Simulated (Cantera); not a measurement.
A perfectly stirred reactor is fed with 6.23 % CH4, 0.592 % H2, 19.6 % O2, 73.5 % N2, equivalence ratio 0.65, at 1.38 atm; it is adiabatic with a 350 K inlet, and is followed from long to short residence time, starting on the burning branch (τ in s: 0.12, 0.055, 0.025, 0.012, 0.0054, 0.0025, 0.0012, 0.00054, 0.00025, 0.00011, 5.3e-05).

Model: GRI-Mech 3.0 (53 species, 325 reactions), integrated in Cantera.

x: mole fraction; the columns are a selection and need not sum to one.

```json
[
 {"τ (s)": "0.12", "T (K)": "1799", "x CH4": "8.31e-6", "x H2": "8.76e-5", "x O2": "0.0688", "x C2H4": "?", "x C2H2": "1.09e-9", "x N2O": "4.11e-7"},
 {"τ (s)": "0.055", "T (K)": "1796", "x CH4": "1.39e-5", "x H2": "0.000139", "x O2": "0.0688", "x C2H4": "?", "x C2H2": "1.99e-9", "x N2O": "5.50e-7"},
 {"τ (s)": "0.025", "T (K)": "1791", "x CH4": "2.31e-5", "x H2": "0.000227", "x O2": "0.0689", "x C2H4": "?", "x C2H2": "3.30e-9", "x N2O": "6.83e-7"},
 {"τ (s)": "0.012", "T (K)": "1784", "x CH4": "3.71e-5", "x H2": "0.000359", "x O2": "0.0690", "x C2H4": "?", "x C2H2": "4.97e-9", "x N2O": "7.54e-7"},
 {"τ (s)": "0.0054", "T (K)": "1772", "x CH4": "6.22e-5", "x H2": "0.000587", "x O2": "0.0693", "x C2H4": "?", "x C2H2": "7.48e-9", "x N2O": "7.47e-7"},
 {"τ (s)": "0.0025", "T (K)": "1754", "x CH4": "0.000104", "x H2": "0.000927", "x O2": "0.0699", "x C2H4": "?", "x C2H2": "1.11e-8", "x N2O": "6.77e-7"},
 {"τ (s)": "0.0012", "T (K)": "1728", "x CH4": "0.000176", "x H2": "0.00140", "x O2": "0.0709", "x C2H4": "?", "x C2H2": "1.69e-8", "x N2O": "5.83e-7"},
 {"τ (s)": "0.00054", "T (K)": "1686", "x CH4": "0.000333", "x H2": "0.00211", "x O2": "0.0729", "x C2H4": "?", "x C2H2": "3.12e-8", "x N2O": "4.76e-7"},
 {"τ (s)": "0.00025", "T (K)": "1620", "x CH4": "0.000734", "x H2": "0.00308", "x O2": "0.0769", "x C2H4": "?", "x C2H2": "8.00e-8", "x N2O": "3.67e-7"},
 {"τ (s)": "0.00011", "T (K)": "350", "x CH4": "0.0623", "x H2": "0.00592", "x O2": "0.196", "x C2H4": "<1e-12", "x C2H2": "<1e-12", "x N2O": "<1e-12"},
 {"τ (s)": "5.3e-5", "T (K)": "350", "x CH4": "0.0623", "x H2": "0.00592", "x O2": "0.196", "x C2H4": "<1e-12", "x C2H2": "<1e-12", "x N2O": "<1e-12"}
]
```

Some entries are withheld; supply them.


- 0.12, x C2H4: 1.33e-9
- 0.055, x C2H4: 2.94e-9
- 0.025, x C2H4: 6.00e-9
- 0.012, x C2H4: 1.10e-8
- 0.0054, x C2H4: 2.04e-8
- 0.0025, x C2H4: 3.69e-8
- 0.0012, x C2H4: 6.82e-8
- 0.00054, x C2H4: 1.56e-7
- 0.00025, x C2H4: 5.12e-7
